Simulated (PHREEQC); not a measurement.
Alkaline etch or developer (model solution)

Consider water at 20 °C with 0.019 mol/kgw TMAH, 0.0041 mol/kgw Na2SiO3 and 0.046 mol/kgw (CH3)4NCl. Closed to the air; pH follows from the charge balance.

Model: ion-association model, phreeqc.dat, run in PHREEQC.

Each row changes one thing in this solution. Precipitation was switched off in this run.

| case | pH | H3SiO4- (mol/kgw) | H2SiO4-2 (mol/kgw) | H4SiO4 (mol/kgw) | SI of Quartz (SiO2) |
|---|---|---|---|---|---|
| as made | 12.41 | 0.00332 | 0.000772 | 8.16e-6 | -1.02 |
| Na2SiO3 from 0.0041 to 0.00369 mol/kgw | 12.40 | 0.00300 | 0.000686 | 7.48e-6 | -1.06 |
| diluted 5-fold with water | 11.77 | 0.000779 | (withheld) | 9.40e-6 | -0.97 |
| diluted 2-fold with water | 12.14 | 0.00184 | 0.000202 | 8.95e-6 | -0.99 |
| diluted 100-fold with water | 10.53 | 3.32e-5 | 5.98e-8 | 7.73e-6 | -1.06 |
| temperature from 20 to 85 °C | 10.73 | 0.00360 | 0.000417 | (withheld) | -0.85 |
| TMAH replaced by (CH3)4NF at the same molality | 11.66 | 0.00388 | 0.000161 | 5.35e-5 | -0.21 |
| TMAH left out | 11.67 | 0.00389 | 0.000157 | 5.36e-5 | -0.21 |

Complete the blanks.


- diluted 5-fold with water, H2SiO4-2 (mol/kgw): 3.17e-5
- temperature from 20 to 85 °C, H4SiO4 (mol/kgw): 7.89e-5

(CH3)4N+ isn't in the database: it is added as a free cation with an ion size of 4 Å. At this temperature some constants are extrapolated from 25 °C, and those without enthalpy data are left unchanged. SiF6-2 is the database's only silicon fluoride.
